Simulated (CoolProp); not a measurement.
R407C along the isotherm 205.9 K: fugacity coefficient from the reference equation and from simpler models built on Tc = 359.3 K, pc = 4.632 MPa, ω = 0.363; each cubic takes its own stable root.

Computed with CoolProp (reference Helmholtz-energy equation of state, Lemmon 2003). It is a pseudo-pure fit of the blend.

```json
[
 {"p (MPa)": "0.232", "phase": "liquid", "reference": "0.09516"},
 {"p (MPa)": "0.463", "phase": "liquid", "reference": "0.04807"},
 {"p (MPa)": "0.695", "phase": "liquid", "reference": "0.03228"},
 {"p (MPa)": "0.926", "phase": "liquid", "reference": "0.02442"},
 {"p (MPa)": "1.16", "phase": "liquid", "reference": "0.01965"},
 {"p (MPa)": "1.39", "phase": "liquid", "reference": "0.01653"},
 {"p (MPa)": "1.62", "phase": "liquid", "reference": "0.01430"},
 {"p (MPa)": "1.85", "phase": "liquid", "reference": "0.01262"},
 {"p (MPa)": "2.08", "phase": "liquid", "reference": "0.01132"},
 {"p (MPa)": "2.32", "phase": "liquid", "reference": "0.01023"}
]
```

### Question
How far does each simpler model (van der Waals, Redlich-Kwong, Peng-Robinson) lie from the reference over these 10 states: mean and median of the absolute difference, and the worst?

### Answer
- van der Waals: mean 1191.0 %, median 1220.4 %, worst +1254.8 % at 205.9 K and 2.32 MPa
- Redlich-Kwong: mean 158.7 %, median 158.7 %, worst +160.3 % at 205.9 K and 2.32 MPa
- Peng-Robinson: mean 22.8 %, median 22.8 %, worst -22.8 % at 205.9 K and 2.32 MPa

At some of these states van der Waals gives the other phase, because its saturation line lies elsewhere.
